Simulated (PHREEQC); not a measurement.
0.029 g of hydrous ferric oxide (600 m²/g; 0.2 weak and 0.005 strong sites per Fe, Dzombak-Morel constants, diffuse double layer) in 1 kg of water with 0.1 mol/kgw of an inert sodium salt and 8e-05 mmol/kgw ZnSO4, at 25 °C; the pH is set by adding NaOH or the inert anion's acid. Oxygen is held at 0.21 atm. No CO2 enters from the air. Nothing may precipitate in this run.

The numbers come from PHREEQC with the ion-association model, wateq4f.dat.

```tsv
pH	S sorbed (%)	Zn sorbed (%)	surface charge σ (C/m²)	surface potential ψ (mV)
3	89.9	0.0	0.363	153
3.67	88.7	0.0	0.342	150
4.33	82.3	0.0	0.290	141
5	61.9	0.2	0.214	126
5.67	26.3	2.9	0.141	105
6.33	5.3	29.4	0.086	81
7	0.6	85.9	0.045	53
7.67	0.1	99.0	0.016	21
8.33	0.0	99.9	-0.008	-11
9	0.0	100.0	-0.034	-42
9.67	0.0	100.0	-0.070	-72
10.33	0.0	99.9	-0.121	-97
11	0.0	99.8	-0.190	-120
```

The oxide is taken as insoluble; below pH 4 it would dissolve.
